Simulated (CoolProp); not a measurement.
Vapour-liquid equilibrium of propylene (1) + acetone (2) at 0.357 MPa; x and y are mole fractions of (1).

The numbers come from the multi-fluid Helmholtz-energy mixture model, Lemmon 2013 and Lemmon 2006; pair parameters Bell 2016 in CoolProp.

Give the bubble temperature and the first vapour's composition at x = 0.35, 0.65, 0.8. Is there an azeotrope?

x = 0.35: 271.3 K, y = 0.979; x = 0.65: 264.3 K, y = 0.988; x = 0.8: 262.3 K, y = 0.991. No azeotrope shows between x = 0.05 and 0.95.

The pair parameters rest on a limited set of measurements; away from them the model extrapolates. With so large a gap from Raoult's law the liquid may split in two, which this calculation doesn't test in full.
